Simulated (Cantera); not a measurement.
A closed system holds: 1 mol TiO2, 1.9 mol HCl, 19 mol H2, equilibrated at 2.85 Torr.

Cantera equilibrium calculation (NASA polynomials, part measured and part estimated; ideal gas, pure solids and liquids). Candidate condensed phases: H2O, Ti, TiCl2, TiCl3, TiCl4, TiO, TiO2, Ti2O3, Ti3O5, Ti4O7; 23 gas species. Rates play no part.

Task: At 1798 K, list the 4 most abundant gas species with their mole fractions, and the condensed phases.

Result: H2 0.888, HCl 0.0902, H2O 0.0159, H 0.00538. Condensed: Ti3O5(s).
